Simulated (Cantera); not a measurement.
A closed system holds: 1 mol NaOH, 0.22 mol H₂, at 3.30 mbar.

Equilibrium computed with Cantera from the NASA thermochemical tables; the gas is ideal and each condensed phase is pure. Candidate condensed phases: H₂O, Na, NaOH, NaO₂, Na₂O, Na₂O₂; 16 gas species. Rates play no part. All values below are at 1127 °C.

Base state: NaOH 0.389, Na 0.305, H₂O 0.305, H₂ 0.000452, Na₂(OH)₂ 0.000269, O₂ 2.81e-5, NaO 2.74e-5, OH 2.41e-5 (mole fractions); condensed: gas only.

### Question
What changes in the equilibrium state with this change: NaOH replaced by Mg(OH)₂?

### Answer
```tsv
species	before	after
H₂O	0.305	0.820
H₂	0.000452	0.180
H	1.80e-6	3.60e-5
NaOH	0.389	0
Na	0.305	0
Na₂(OH)₂	0.000269	0
NaO	2.74e-5	0
MgO(s), mol	0	1.00
```
Further candidate phases: Mg, MgO, Mg(OH)₂.
